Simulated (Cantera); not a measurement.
Feed: 1 mol CCl4, 0.082 mol F2, equilibrated at 133 Pa.

Equilibrium computed with Cantera from the NASA thermochemical tables; the gas is ideal and each condensed phase is pure. Candidate condensed phases: C; 27 gas species. Gases not in the tables: C2F6 and larger saturated fluorocarbons. The numbers say what is thermodynamically allowed, not how fast it happens.

### Question
Which condensed phases are stable at each of these points (T (K)): 1773, 1973, 2173, 2373, 2573, 2773, 2973, 3173, 3373?

### Answer
```
T (K)  condensed phases  C condensed (%)
-----  ----------------  ---------------
1773        C(graphite)             95.7
1973        C(graphite)             96.6
2173        C(graphite)             98.8
2373        C(graphite)             99.4
2573        C(graphite)             97.7
2773        C(graphite)             74.0
2973           gas only              0.0
3173           gas only              0.0
3373           gas only              0.0
```

From 1773 K to 2773 K the condensed part is C(graphite). From 2973 K to 3373 K nothing is condensed.
